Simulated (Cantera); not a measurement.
Input: 1 mol CaCl2, 0.83 mol HCl, 1.2 mol N2, at 1050 K and 50.0 Pa.

These are equilibrium values from Cantera (NASA tables, ideal gas, pure condensed phases), not measurements of a reactor. Candidate condensed phases: Ca, CaCl2, NH4Cl; 16 gas species. Equilibrium is a limit: real reactors are often held back by kinetics, nucleation or transport.

Problem. What is the equilibrium state?

Solution. 
```
Property                             Result
--------------------------------  ---------
x(N2)                                 0.591
x(HCl)                                0.409
x(CaCl2)                           0.000257
x(Cl)                               3.26e-5
x(H2)                               1.72e-5
n(CaCl2(l))                       0.999 mol
gas amount                        2.031 mol
log10 activity of Ca(s) (absent)     -22.15
```
